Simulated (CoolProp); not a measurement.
Vapour-liquid equilibrium of ethylene (1) + ethane (2) at 3.41 bar; x and y are mole fractions of (1).

Computed with CoolProp (multi-fluid Helmholtz-energy mixture model, Smukala 2000 and Bücker 2006; pair parameters Bell 2016).

Task: Give the bubble temperature and the first vapour's composition at x = 0.125, 0.275, 0.725. Is there an azeotrope?

Result: x = 0.125: 207.0 K, y = 0.230; x = 0.275: 203.8 K, y = 0.432; x = 0.725: 196.7 K, y = 0.832. No azeotrope shows between x = 0.05 and 0.95.

Pair parameters are fitted to limited data, so mixtures are less certain than the pure fluids.
